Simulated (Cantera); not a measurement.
**Aluminium nitride and oxide growth: Al(CH₃)₃ + H₂O + N₂**

Feed: 1 mol Al(CH₃)₃, a varied amount of H₂O, 2.5 mol N₂, at 450 °C and 0.150 bar.

These are equilibrium values from Cantera (NASA tables, ideal gas, pure condensed phases), not measurements of a reactor. Candidate condensed phases: Al, AlN, Al₂O₃, C, C₆H₆, C₇H₈, C₈H₁₈, H₂O; 148 gas species. The feed counts by its element totals alone. Equilibrium is a limit: real reactors are often held back by kinetics, nucleation or transport.

```json
[
 {"n(H₂O) (mol)": "0.3", "x H₂": "0.468", "x N₂": "0.357", "x CH₄": "0.175", "x H₂O": "1.02e-9", "n AlN(s)": "0.800", "n Al₂O₃(s)": "0.100", "n C(graphite)": "1.97"},
 {"n(H₂O) (mol)": "0.35", "x H₂": "0.468", "x N₂": "0.357", "x CH₄": "0.175", "x H₂O": "1.02e-9", "n AlN(s)": "0.767", "n Al₂O₃(s)": "0.117", "n C(graphite)": "1.96"},
 {"n(H₂O) (mol)": "0.4", "x H₂": "0.468", "x N₂": "0.356", "x CH₄": "0.175", "x H₂O": "1.02e-9", "n AlN(s)": "0.733", "n Al₂O₃(s)": "0.133", "n C(graphite)": "1.95"},
 {"n(H₂O) (mol)": "0.47", "x H₂": "0.469", "x N₂": "0.356", "x CH₄": "0.175", "x H₂O": "1.02e-9", "n AlN(s)": "0.687", "n Al₂O₃(s)": "0.157", "n C(graphite)": "1.94"},
 {"n(H₂O) (mol)": "0.54", "x H₂": "0.469", "x N₂": "0.355", "x CH₄": "0.176", "x H₂O": "1.02e-9", "n AlN(s)": "0.640", "n Al₂O₃(s)": "0.180", "n C(graphite)": "1.92"},
 {"n(H₂O) (mol)": "0.63", "x H₂": "0.470", "x N₂": "0.354", "x CH₄": "0.176", "x H₂O": "1.02e-9", "n AlN(s)": "0.580", "n Al₂O₃(s)": "0.210", "n C(graphite)": "1.90"},
 {"n(H₂O) (mol)": "0.73", "x H₂": "0.470", "x N₂": "0.353", "x CH₄": "0.176", "x H₂O": "1.02e-9", "n AlN(s)": "0.513", "n Al₂O₃(s)": "0.243", "n C(graphite)": "1.88"},
 {"n(H₂O) (mol)": "0.85", "x H₂": "0.471", "x N₂": "0.352", "x CH₄": "0.177", "x H₂O": "1.02e-9", "n AlN(s)": "0.433", "n Al₂O₃(s)": "0.283", "n C(graphite)": "1.85"},
 {"n(H₂O) (mol)": "0.99", "x H₂": "0.472", "x N₂": "0.351", "x CH₄": "0.177", "x H₂O": "1.02e-9", "n AlN(s)": "0.340", "n Al₂O₃(s)": "0.330", "n C(graphite)": "1.82"},
 {"n(H₂O) (mol)": "1.2", "x H₂": "0.473", "x N₂": "0.349", "x CH₄": "0.178", "x H₂O": "1.02e-9", "n AlN(s)": "0.200", "n Al₂O₃(s)": "0.400", "n C(graphite)": "1.78"},
 {"n(H₂O) (mol)": "1.3", "x H₂": "0.473", "x N₂": "0.348", "x CH₄": "0.179", "x H₂O": "1.02e-9", "n AlN(s)": "0.133", "n Al₂O₃(s)": "0.433", "n C(graphite)": "1.75"},
 {"n(H₂O) (mol)": "1.6", "x H₂": "0.469", "x N₂": "0.341", "x CH₄": "0.176", "x H₂O": "0.0124", "n AlN(s)": "0", "n Al₂O₃(s)": "0.500", "n C(graphite)": "1.71"},
 {"n(H₂O) (mol)": "1.8", "x H₂": "0.461", "x N₂": "0.331", "x CH₄": "0.170", "x H₂O": "0.0345", "n AlN(s)": "0", "n Al₂O₃(s)": "0.500", "n C(graphite)": "1.69"}
]
```
x: gas mole fraction; n: condensed amount in mol.

From 0.3 mol H₂O to 1.3 mol H₂O the condensed part is AlN(s) + Al₂O₃(s) + C(graphite). From 1.6 mol H₂O to 1.8 mol H₂O the condensed part is Al₂O₃(s) + C(graphite).
